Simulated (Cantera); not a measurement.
Input: 1 mol Si(CH3)4, 1.7 mol CH4, 3 mol H2, equilibrated at 52.0 mbar.

Equilibrium computed with Cantera from the NASA thermochemical tables; the gas is ideal and each condensed phase is pure. Candidate condensed phases: C, C6H6, C7H8, C8H18, Si, SiC; 87 gas species. Gases not in the tables: Si2H6 and higher silanes. Rates play no part.

Problem. At 1875 °C, list the 5 most abundant gas species with their mole fractions, and the condensed phases.

Solution. H2 0.980, H 0.0181, C2H2 (acetylene) 0.00188, Si 0.000386, SiH 4.27e-5. Condensed: C(graphite) + SiC(s).
